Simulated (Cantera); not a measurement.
## Adiabatic ignition

An adiabatic, constant-volume homogeneous reactor starts with CH₄ : O₂ : N₂ : H₂O = 1 : 2 : 7.52 : 0.51 (molar parts), equivalence ratio 1.0, at 1625 K and 2.00 bar.

Detailed kinetics in Cantera: GRI-Mech 3.0 (53 species, 325 reactions).

```
t (s)     T (K)  P (bar)   x CH₄    x O₂   x H₂O    x C₂H₆      x O     x CH₃      x CO
--------  -----  -------  ------  ------  ------  --------  -------  --------  --------
8.00e-6    1625     2.00  0.0906   0.181  0.0462   3.09e-8  6.45e-8   1.98e-5   9.63e-9
2.01e-5    1625     2.00  0.0906   0.181  0.0463   7.09e-7  1.39e-7   6.26e-5   2.01e-7
5.04e-5    1625     2.00  0.0903   0.181  0.0464   1.93e-5  4.28e-7  0.000214   6.57e-6
0.000127   1635     2.01  0.0876   0.180  0.0482  0.000406  1.92e-6  0.000666  0.000332
0.000318   2955     3.83  <1e-12  0.0227   0.175    <1e-12  0.00751    <1e-12    0.0421
0.000798   2943     3.81  <1e-12  0.0201   0.175    <1e-12  0.00677    <1e-12    0.0425
0.00200    2942     3.81  <1e-12  0.0199   0.175    <1e-12  0.00673    <1e-12    0.0425
0.00503    2942     3.81  <1e-12  0.0199   0.175    <1e-12  0.00673    <1e-12    0.0425
0.0126     2942     3.81  <1e-12  0.0199   0.175    <1e-12  0.00673    <1e-12    0.0425
0.0317     2942     3.81  <1e-12  0.0199   0.175    <1e-12  0.00673    <1e-12    0.0425
0.0797     2942     3.81  <1e-12  0.0199   0.175    <1e-12  0.00673    <1e-12    0.0425
0.200      2942     3.81  <1e-12  0.0199   0.175    <1e-12  0.00673    <1e-12    0.0425
```
x: mole fraction; the columns are a selection and need not sum to one.

```json
{
 "time_of_steepest_temperature_rise": "0.223 ms",
 "temperature at 0.200 s": "2942 K",
 "equilibrium_temperature": "2942 K",
 "x(CH₄) at 0.200 s": "<1e-12 (gas-phase equilibrium <1e-12)",
 "x(O₂) at 0.200 s": "0.0199 (gas-phase equilibrium 0.0199)",
 "x(H₂O) at 0.200 s": "0.175 (gas-phase equilibrium 0.175)"
}
```
